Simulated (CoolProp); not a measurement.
Octamethylcyclotetrasiloxane (D4) at 391.39 K and 0.00555 MPa is throttled through a valve to 0.000906 MPa with no heat exchange. Each further row changes one setting.

The numbers come from the reference Helmholtz-energy equation of state, Thol 2015 in CoolProp.

```
case                          temperature change (K)  final density (kg/m³)
----------------------------  ----------------------  ---------------------
as stated                                       -0.1             (withheld)
outlet pressure 0.000272 MPa                    -0.2             (withheld)
outlet pressure 0.00118 MPa                     -0.1             (withheld)
```

Task: What belongs in the gaps?

Result: 
- as stated, final density (kg/m³): 0.0827
- outlet pressure 0.000272 MPa, final density (kg/m³): 0.0248
- outlet pressure 0.00118 MPa, final density (kg/m³): 0.108
